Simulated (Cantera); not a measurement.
Feed: 1 mol Ca(OH)2, 0.15 mol O2, equilibrated at 70.0 Pa.

These are equilibrium values from Cantera (NASA tables, ideal gas, pure condensed phases), not measurements of a reactor. Candidate condensed phases: Ca, CaO, Ca(OH)2, H2O; 14 gas species. Equilibrium is a limit: real reactors are often held back by kinetics, nucleation or transport. All values below are at 2075 K.

Base state: H2O 0.752, O2 0.129, OH 0.0435, H2 0.0394, H 0.0200, O 0.0158, Ca(OH)2 0.000135, CaOH 7.48e-5 (mole fractions); condensed: CaO(s).

Q: What changes in the equilibrium state with this change: O2 from 0.15 to 0.029 mol?

A: 
```tsv
species	before	after
H2O	0.752	0.809
H2	0.0394	0.0667
O2	0.129	0.0522
O	0.0158	0.0101
H	0.0200	0.0260
OH	0.0435	0.0360
Ca(OH)2	0.000135	0.000145
Ca	2.67e-5	4.20e-5
CaOH	7.48e-5	9.74e-5
CaO(s), mol	1.000	1.000
```
